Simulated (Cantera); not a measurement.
Feed: 1 mol AlN, 0.042 mol C, 0.3 mol N2, at 13.3 mbar.

Cantera equilibrium calculation (NASA polynomials, part measured and part estimated; ideal gas, pure solids and liquids). Candidate condensed phases: Al, AlN, C; 16 gas species. Rates play no part.

x: gas mole fraction; n: condensed amount in mol.

```
T (°C)   x N2    x Al     x Al2      x CN   x C2N2     x C3  n AlN(s)  n C(graphite)
------  -----  ------  --------  --------  -------  -------  --------  -------------
1777    0.966  0.0342   3.69e-6   9.08e-6  2.78e-6  6.91e-9     0.989         0.0420
1827    0.915  0.0847   1.78e-5   1.62e-5  4.07e-6  2.16e-8     0.971         0.0420
1877      [?]     [?]       [?]       [?]      [?]      [?]     0.907         0.0420
1927    0.445   0.555       [?]       [?]      [?]      [?]         0         0.0419
1977    0.445   0.555  0.000393   5.90e-5  6.52e-6  4.87e-7         0         0.0419
2027    0.445   0.555  0.000322   9.76e-5  9.36e-6  1.25e-6         0         0.0418
2077    0.444   0.555  0.000265  0.000158  1.32e-5  3.10e-6         0         0.0416
2127    0.444   0.555  0.000220  0.000250  1.85e-5  7.36e-6         0         0.0414
```

Question: Some entries are withheld; supply them.

Answer: 
- 1927, x Al2: 0.000485
- 1927, x CN: 3.49e-5
- 1927, x C2N2: 4.46e-6
- 1927, x C3: 1.81e-7
- 1877, x N2: 0.789
- 1877, x Al: 0.211
- 1877, x Al2: 8.74e-5
- 1877, x CN: 2.68e-5
- 1877, x C2N2: 5.32e-6
- 1877, x C3: 6.42e-8
